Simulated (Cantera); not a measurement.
A perfectly stirred reactor is fed with 0.517 % H2, 84.7 % O2, 11.9 % N2, 2.88 % H2O, at 0.0250 bar; it is held at 998 K, and followed from long to short residence time.

Detailed kinetics in Cantera: GRI-Mech 3.0 (53 species, 325 reactions). Radical loss at walls, strong at low pressure, is not modelled.

Predict: x(H2) at τ = 0.560 s; x(O2) at τ = 0.560 s; x(OH) at τ = 0.560 s; x(HO2) at τ = 0.560 s; x(H2) at τ = 18.0 ms; x(O2) at τ = 18.0 ms; x(OH) at τ = 18.0 ms; x(HO2) at τ = 18.0 ms.


* **x(H2) at τ = 0.560 s**: 0.000150
* **x(O2) at τ = 0.560 s**: 0.847
* **x(OH) at τ = 0.560 s**: 0.000124
* **x(HO2) at τ = 0.560 s**: 1.76e-6
* **x(H2) at τ = 18.0 ms**: 0.00107
* **x(O2) at τ = 18.0 ms**: 0.846
* **x(OH) at τ = 18.0 ms**: 0.000392
* **x(HO2) at τ = 18.0 ms**: 5.06e-6
